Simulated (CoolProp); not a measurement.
Vapour-liquid equilibrium of n-octane (1) + o-xylene (2) at 0.291 MPa; x and y are mole fractions of (1).

Model: multi-fluid Helmholtz-energy mixture model, Beckmüller 2019 and Zhou 2012; pair parameters Bell 2016, in CoolProp.

Give the bubble temperature and the first vapour's composition at x = 0.05, 0.15, 0.85. Is there an azeotrope?

x = 0.05: 187.7 °C, y = 0.076; x = 0.15: 185.0 °C, y = 0.214; x = 0.85: 170.8 °C, y = 0.889. No azeotrope shows between x = 0.05 and 0.95.

Pair parameters are fitted to limited data, so mixtures are less certain than the pure fluids.
